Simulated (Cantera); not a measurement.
What does this Cantera script print?

```python
import numpy as np
import cantera as ct

gas_names = [...]  # 118 gases of nasa_gas.yaml made of C, Cl, F, H
cond_names = """
    C(gr) C6H6(L) C7H8(L) C8H18(L),n-octa
""".split()


# ... load() reads the species with a 1 bar reference pressure and builds the phases ...
atoms = {
    'C2F6': {'C': 2, 'F': 6},
    'HCl': {'H': 1, 'CL': 1},
    'H2': {'H': 2},
}
top_T = {'C(gr)': 4500}  # K; cautious upper limits of use, not melting points


# ... equilibrate(T, P, feed) seeds the gas with the atoms and calls Mixture.equilibrate('TP', solver="vcs", rtol=1e-11, max_steps=5000) ...
results = []
feed = {'C2F6': 1, 'HCl': 0.16, 'H2': 0.87}  # mol
T = 3323.15  # K
P = 1000  # Pa
mix = equilibrate(T, P, feed)
results.append((T, P, feed, dict(zip(mix.species_names, mix.species_moles))))
print(gas.report(threshold=1e-05))
for i in range(1, mix.n_phases):
    print(f"{mix.phase(i).name:16s} {mix.phase_moles(i):12.5e} mol")
```

It prints:

```
       temperature   3323.2 K
          pressure   1000 Pa
           density   0.00072209 kg/m^3
  mean mol. weight   19.951 kg/kmol
   phase of matter   gas

                          1 kg             1 kmol
                     ---------------   ---------------
          enthalpy        8.8898e+06        1.7736e+08  J
   internal energy        7.5049e+06        1.4973e+08  J
           entropy             14012        2.7957e+05  J/K
    Gibbs function       -3.7676e+07       -7.5168e+08  J
 heat capacity c_p            1376.2             27457  J/K
 heat capacity c_v            959.45             19142  J/K

                      mass frac. Y      mole frac. X     chem. pot. / RT
                     ---------------   ---------------   ---------------
                 C          0.020662          0.034321            -4.815
                CF          0.078363          0.050418           -30.128
               CF2         0.0048392         0.0019307           -55.441
                CH        9.0938e-06        1.3936e-05           -21.952
                C2          0.016121          0.013389           -9.6301
               C2H        0.00047858        0.00038148           -26.767
                C3          0.094536          0.052344           -14.445
                C4        0.00041719        0.00017325            -19.26
                C5         0.0012495        0.00041512           -24.075
                CL          0.038732          0.021798            -27.92
                 F           0.53808           0.56507           -25.313
                 H         0.0028584          0.056577           -17.137
               HCL        0.00022461        0.00012292           -45.056
                HF           0.20337           0.20281            -42.45
                H2        2.1563e-05        0.00021339           -34.274
     [ +103 minor]        3.6922e-05        1.7967e-05

C(gr)             0.00000e+00 mol
```

These are equilibrium values from Cantera (NASA tables, ideal gas, pure condensed phases), not measurements of a reactor. The feed counts by its element totals alone.
